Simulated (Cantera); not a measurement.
## Stirred combustor or abatement burner

A perfectly stirred reactor is fed with 10.0 % CH4, 0.671 % C2H6, 18.6 % O2, 70.1 % N2, 0.531 % CO2, at 10.0 bar; it is adiabatic with a 575 K inlet, and is followed from long to short residence time, starting on the burning branch (τ in s: 0.049, 0.022, 0.0098, 0.0044, 0.002, 0.00089, 0.0004, 0.00018, 8e-05, 3.6e-05, 1.6e-05, 7.2e-06, 3.2e-06).

Computed with Cantera and GRI-Mech 3.0 (53 species, 325 reactions).

| τ (s) | T (K) | x CH4 | x C2H6 | x O2 | x HCO | x CH2CO | x H |
|---|---|---|---|---|---|---|---|
| 0.049 | 2325 | 1.08e-5 | 1.11e-8 | 7.28e-5 | 6.31e-8 | 2.77e-8 | 0.000614 |
| 0.022 | 2323 | 2.02e-5 | 2.43e-8 | 0.000112 | 7.78e-8 | 5.91e-8 | 0.000672 |
| 0.0098 | 2320 | 3.50e-5 | 5.31e-8 | 0.000185 | 1.08e-7 | 1.24e-7 | 0.000769 |
| 0.0044 | 2316 | 5.62e-5 | 1.14e-7 | 0.000316 | 1.66e-7 | 2.50e-7 | 0.000915 |
| 0.0020 | 2310 | 8.55e-5 | 2.38e-7 | 0.000540 | 2.81e-7 | 4.81e-7 | 0.00112 |
| 0.00089 | 2301 | 0.000129 | 5.00e-7 | 0.000937 | 5.21e-7 | 9.10e-7 | 0.00141 |
| 0.00040 | 2288 | 0.000199 | 1.04e-6 | 0.00161 | 1.01e-6 | 1.68e-6 | 0.00176 |
| 0.00018 | 2267 | 0.000325 | 2.20e-6 | 0.00279 | 2.01e-6 | 3.20e-6 | 0.00217 |
| 8.0e-5 | 2236 | 0.000607 | 5.08e-6 | 0.00505 | 4.13e-6 | 6.95e-6 | 0.00250 |
| 3.6e-5 | 2171 | 0.00158 | 1.65e-5 | 0.0109 | 8.39e-6 | 2.37e-5 | 0.00227 |
| 1.6e-5 | 575 | 0.100 | 0.00671 | 0.186 | <1e-12 | <1e-12 | <1e-12 |
| 7.2e-6 | 575 | 0.100 | 0.00671 | 0.186 | <1e-12 | <1e-12 | <1e-12 |
| 3.2e-6 | 575 | 0.100 | 0.00671 | 0.186 | <1e-12 | <1e-12 | <1e-12 |
x: mole fraction; the columns are a selection and need not sum to one.
